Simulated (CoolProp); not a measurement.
Vapour-liquid equilibrium of propylene (1) + 1-butene (2) at 286.9 K; x and y are mole fractions of (1).

Computed with CoolProp (multi-fluid Helmholtz-energy mixture model, Lemmon 2013 and Lemmon 2005; pair parameters Bell 2016).

Give the bubble pressure and the first vapour's composition at x = 0.5, 0.65, 0.8. Is there an azeotrope?

x = 0.5: 0.5196 MPa, y = 0.777; x = 0.65: 0.6183 MPa, y = 0.864; x = 0.8: 0.7202 MPa, y = 0.930. No azeotrope shows between x = 0.05 and 0.95.

Pair parameters are fitted to limited data, so mixtures are less certain than the pure fluids.
